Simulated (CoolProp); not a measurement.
Values from CoolProp's reference Helmholtz-energy equation of state, Leachman 2009.

### Question
For normal hydrogen, give the phase and the density (kg/m³), cp (kJ/(kg K)), Joule-Thomson coefficient (K/MPa), isothermal compressibility (1/MPa) at 26.2 K and 648 kPa; 26.2 K and 1300 kPa.

### Answer
- 26.2 K and 648 kPa: liquid; density 63.4, cp 14.2, Joule-Thomson coefficient -0.272, isothermal compressibility 0.0421
- 26.2 K and 1300 kPa: liquid; density 65.0, cp 13.1, Joule-Thomson coefficient -0.431, isothermal compressibility 0.0336
